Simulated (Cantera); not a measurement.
Aluminium and copper etching: Al + Cl₂ + H₂

Charge: 1 mol Al, 6.3 mol Cl₂, 2.5 mol H₂, at 6.10 Pa.

Method: chemical equilibrium by Gibbs-energy minimisation in Cantera with the NASA 1993 tables (ideal gas, pure condensed phases). Candidate condensed phases: Al, AlCl₃; 12 gas species. Kinetics and transport are ignored.

From 748 K to 1298 K nothing is condensed. The main Al-bearing gas is AlCl₃ throughout.

| T (K) | log p HCl | log p Cl | log p Cl₂ | log p AlCl₃ | log p Al₂Cl₆ | log p AlCl₂ | log p H₂ |
|---|---|---|---|---|---|---|---|
| 748 | -4.43 | -7.98 | -4.77 | -5.13 | -9.20 | <-16 | <-16 |
| 798 | -4.43 | -7.44 | -4.77 | -5.13 | -9.72 | <-16 | <-16 |
| 848 | -4.44 | -6.96 | -4.77 | -5.13 | -10.18 | <-16 | <-16 |
| 898 | -4.44 | -6.54 | -4.78 | -5.13 | -10.58 | -16.03 | -15.74 |
| 948 | -4.44 | -6.16 | -4.78 | -5.14 | -10.94 | -15.10 | -15.16 |
| 998 | -4.44 | -5.82 | -4.80 | -5.14 | -11.27 | -14.27 | -14.63 |
| 1048 | -4.45 | -5.53 | -4.82 | -5.14 | -11.57 | -13.51 | -14.14 |
| 1098 | -4.45 | -5.27 | -4.87 | -5.15 | -11.84 | -12.81 | -13.69 |
| 1148 | -4.47 | -5.05 | -4.95 | -5.17 | -12.10 | -12.16 | -13.24 |
| 1198 | -4.49 | -4.87 | -5.08 | -5.18 | -12.35 | -11.55 | -12.79 |
| 1248 | -4.50 | -4.75 | -5.26 | -5.20 | -12.58 | -10.95 | -12.31 |
| 1298 | -4.52 | -4.67 | -5.50 | -5.22 | -12.79 | -10.36 | -11.79 |
log p: log10 of the partial pressure in bar; nothing condenses.
